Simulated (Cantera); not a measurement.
**Premixed flame**

A freely propagating, adiabatic, planar premixed flame of H2 : O2 : N2 = 0.78 : 0.505 : 1.9 (molar parts), equivalence ratio 0.77, unburnt at 700 K and 100.0 Torr; mixture-averaged transport, grid criteria slope 0.08 and curve 0.16, no radiation.

Computed with Cantera and the H2/O2 subset of GRI-Mech 3.0, which has no nitrogen chemistry. Burning velocities carry a grid error of a few per cent, more on coarse grids.

| z (mm) | T (K) | u (m/s) | x H2 | x O2 | x H2O2 | x O | x OH | x HO2 |
|---|---|---|---|---|---|---|---|---|
| -22.3 | 700 | 7.53 | 0.245 | 0.159 | <1e-8 | <1e-8 | <1e-8 | <1e-8 |
| -14.9 | 700 | 7.53 | 0.245 | 0.159 | <1e-8 | <1e-8 | <1e-8 | <1e-8 |
| -11.2 | 700 | 7.53 | 0.245 | 0.159 | <1e-8 | <1e-8 | <1e-8 | <1e-8 |
| -7.44 | 700 | 7.53 | 0.245 | 0.159 | <1e-8 | 1.09e-8 | <1e-8 | 3.38e-7 |
| -3.72 | 704 | 7.57 | 0.244 | 0.158 | 1.78e-7 | 1.29e-5 | 1.56e-5 | 3.56e-5 |
| -1.86 | 783 | 8.36 | 0.227 | 0.155 | 2.86e-7 | 0.000396 | 0.000249 | 2.94e-5 |
| 0 | 1108 | 11.5 | 0.107 | 0.111 | 8.57e-7 | 0.00857 | 0.00348 | 1.58e-5 |
| 1.86 | 1371 | 14.1 | 0.0328 | 0.0637 | 9.29e-7 | 0.0190 | 0.00846 | 7.87e-6 |
| 3.72 | 1491 | 15.2 | 0.0302 | 0.0583 | 6.87e-7 | 0.0197 | 0.0109 | 6.13e-6 |
| 7.44 | 1631 | 16.4 | 0.0302 | 0.0551 | 4.01e-7 | 0.0186 | 0.0138 | 4.76e-6 |
| 14.9 | 1784 | 17.8 | 0.0289 | 0.0518 | 2.09e-7 | 0.0163 | 0.0166 | 3.61e-6 |
| 29.8 | 1939 | 19.1 | 0.0257 | 0.0486 | 1.13e-7 | 0.0131 | 0.0185 | 2.66e-6 |
| 59.5 | 2088 | 20.3 | 0.0208 | 0.0458 | 7.09e-8 | 0.00963 | 0.0190 | 2.01e-6 |
x: mole fraction of selected species; z is measured from the peak of heat release.

```
Property                     Value
------------------------  --------
laminar burning velocity  753 cm/s
thermal thickness          7.44 mm
peak x(H2O2)               1.05e-6
peak x(O)                   0.0198
peak x(OH)                  0.0191
peak x(HO2)                3.61e-5
```
